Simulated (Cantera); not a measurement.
An isothermal, constant-pressure homogeneous reactor starts with C₂H₆ : H₂ = 1 : 3.2 (molar parts), at 1498 K and 100.0 Torr. Integrator tolerance rtol = 1e-08.

Model: GRI-Mech 3.0 (53 species, 325 reactions), integrated in Cantera. GRI-Mech 3.0 stops at C3 and has no aromatics, soot or wall deposition, so with more carbon than oxygen in the feed, carbon stays in small species such as C2H2 where larger ones or solid carbon would form.

| quantity | before | after |
|---|---|---|
| x(C₂H₆) at 1.00 s | 1.91e-5 (gas-phase equilibrium 4.37e-6) | 2.13e-5 (gas-phase equilibrium 3.36e-7) |
| x(H₂) at 1.00 s | 0.764 (gas-phase equilibrium 0.816) | 0.744 (gas-phase equilibrium 0.832) |
| x(H) at 1.00 s | 3.17e-5 (gas-phase equilibrium 4.28e-5) | 4.97e-5 (gas-phase equilibrium 8.44e-5) |
| x(C₂H₄) at 1.00 s | 0.00377 (gas-phase equilibrium 0.00458) | 0.00126 (gas-phase equilibrium 0.00132) |
| x(C₂H₂) at 1.00 s | 0.120 (gas-phase equilibrium 0.146) | 0.112 (gas-phase equilibrium 0.157) |
| x(CH₂) at 1.00 s | 3.10e-9 (gas-phase equilibrium 1.50e-9) | 9.78e-9 (gas-phase equilibrium 1.57e-9) |
| x(CH₃) at 1.00 s | 9.38e-5 (gas-phase equilibrium 3.45e-5) | 0.000191 (gas-phase equilibrium 1.87e-5) |

Problem. Name the change that produced these shifts.
(A) pressure from 100.0 Torr to 1.01 bar
(B) pressure from 100.0 Torr to 26.3 Torr
(C) pressure from 100.0 Torr to 4.73 Torr
(D) C2H6 1 to 8.6 parts

Solution. B, pressure from 100.0 Torr to 26.3 Torr
